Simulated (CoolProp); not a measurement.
A simple Rankine cycle with isobutane: condensing at 313.15 K, boiler at 1.63 MPa, turbine inlet 364.7 K, turbine efficiency 0.6, pump efficiency 0.8, no recuperator. Each further row changes one setting.

Computed with CoolProp (reference Helmholtz-energy equation of state, Bücker 2006).

| case | thermal efficiency (%) | net work (kJ/kg) | heat in (kJ/kg) | turbine exit temperature (K) | volume ratio over the turbine |
|---|---|---|---|---|---|
| as stated | 6.5 | 24.2 | 374 | ? | 3.51 |
| turbine inlet 384.7 K | 6.5 | 27.3 | 424 | ? | ? |
| condensing temperature 305.15 K | ? | 29.3 | 394 | ? | 4.39 |
| boiler pressure 1.14 MPa | 4.7 | 18.5 | 394 | 346.0 | 2.25 |
| turbine efficiency 0.5 | ? | 19.7 | 374 | ? | ? |

Question: Some entries are withheld; supply them.

Answer: 
- as stated, turbine exit temperature (K): 332.7
- turbine inlet 384.7 K, turbine exit temperature (K): 356.1
- turbine inlet 384.7 K, volume ratio over the turbine: 3.35
- condensing temperature 305.15 K, thermal efficiency (%): 7.4
- condensing temperature 305.15 K, turbine exit temperature (K): 328.1
- turbine efficiency 0.5, thermal efficiency (%): 5.3
- turbine efficiency 0.5, turbine exit temperature (K): 335.0
- turbine efficiency 0.5, volume ratio over the turbine: 3.55
